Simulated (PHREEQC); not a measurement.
Solution A (0.015 mol CuSO4, 0.00049 mol CaCl2, 7.8e-05 mol HCl and 0.00021 mol Na2SO4 per kg of water) is mixed with solution B (0.022 mol/kgw NaHCO3, 3.9e-05 mol/kgw NaF and 0.0062 mol/kgw KCl) at 25 °C; shares are by mass of water, 1 kg in all. Oxygen alone is held at its pressure in air (log pO2 = -0.68). CO2 from the air is kept out. Only these solids could form: Calcite, Gypsum, Fluorite, Portlandite, Cu(OH)2, Malachite, Brochantite, Antlerite, Atacamite, Halite, Mirabilite, Chalcanthite, Nahcolite, Natron, CuF2:2H2O.

The series has 21 steps of share of solution B, from 0 to 1.

Computed with PHREEQC (ion-association model, wateq4f.dat).

Which solids form, in which order, and at which step of the series does each first stand?

Antlerite from share of solution B = 0.05 (pH 4.41), last present at share of solution B = 0.45; Malachite from share of solution B = 0.4 (pH 4.84), last present at share of solution B = 0.95.

The database's constant for dissolved Cu(OH)2 is higher than later reviews accept.
